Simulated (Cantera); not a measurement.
An adiabatic, constant-volume homogeneous reactor starts with CH4 : O2 : N2 = 1 : 1.67 : 6.27 (molar parts), at 1550 K and 4.93 atm. Integrator tolerance rtol = 1e-08.

Detailed kinetics in Cantera: GRI-Mech 3.0 (53 species, 325 reactions). Above 3000 K some thermodynamic fits are extrapolated.

Q: What does this change do: initial temperature 1550 to 1048 K?

A: 
```tsv
quantity	before	after
time of steepest temperature rise	0.209 ms	89.0 ms
temperature at 0.500 s	3098 K	2921 K
equilibrium temperature	3098 K	2921 K
x(CH4) at 0.500 s	<1e-12 (gas-phase equilibrium 1.07e-12)	1.10e-12 (gas-phase equilibrium 1.31e-12)
x(O2) at 0.500 s	0.00732 (gas-phase equilibrium 0.00732)	0.00314 (gas-phase equilibrium 0.00314)
x(HCO) at 0.500 s	5.92e-7 (gas-phase equilibrium 5.92e-7)	3.77e-7 (gas-phase equilibrium 3.77e-7)
x(O) at 0.500 s	0.00412 (gas-phase equilibrium 0.00412)	0.00126 (gas-phase equilibrium 0.00126)
x(C2H4) at 0.500 s	<1e-12 (gas-phase equilibrium <1e-12)	<1e-12 (gas-phase equilibrium <1e-12)
x(C2H6) at 0.500 s	<1e-12 (gas-phase equilibrium <1e-12)	<1e-12 (gas-phase equilibrium <1e-12)
x(NO) at 0.500 s	0.00912 (gas-phase equilibrium 0.00912)	0.00487 (gas-phase equilibrium 0.00487)
```

Q: What does this change do: initial temperature 1550 to 1700 K?

A: 
```json
[
 {"quantity": "time of steepest temperature rise", "before": "0.209 ms", "after": "56.8 µs"},
 {"quantity": "temperature at 0.500 s", "before": "3098 K", "after": "3146 K"},
 {"quantity": "equilibrium temperature", "before": "3098 K", "after": "3146 K"},
 {"quantity": "x(CH4) at 0.500 s", "before": "<1e-12 (gas-phase equilibrium 1.07e-12)", "after": "<1e-12 (gas-phase equilibrium 1.07e-12)"},
 {"quantity": "x(O2) at 0.500 s", "before": "0.00732 (gas-phase equilibrium 0.00732)", "after": "0.00859 (gas-phase equilibrium 0.00859)"},
 {"quantity": "x(HCO) at 0.500 s", "before": "5.92e-7 (gas-phase equilibrium 5.92e-7)", "after": "6.68e-7 (gas-phase equilibrium 6.68e-7)"},
 {"quantity": "x(O) at 0.500 s", "before": "0.00412 (gas-phase equilibrium 0.00412)", "after": "0.00538 (gas-phase equilibrium 0.00538)"},
 {"quantity": "x(C2H4) at 0.500 s", "before": "<1e-12 (gas-phase equilibrium <1e-12)", "after": "<1e-12 (gas-phase equilibrium <1e-12)"},
 {"quantity": "x(C2H6) at 0.500 s", "before": "<1e-12 (gas-phase equilibrium <1e-12)", "after": "<1e-12 (gas-phase equilibrium <1e-12)"},
 {"quantity": "x(NO) at 0.500 s", "before": "0.00912 (gas-phase equilibrium 0.00912)", "after": "0.0104 (gas-phase equilibrium 0.0104)"}
]
```
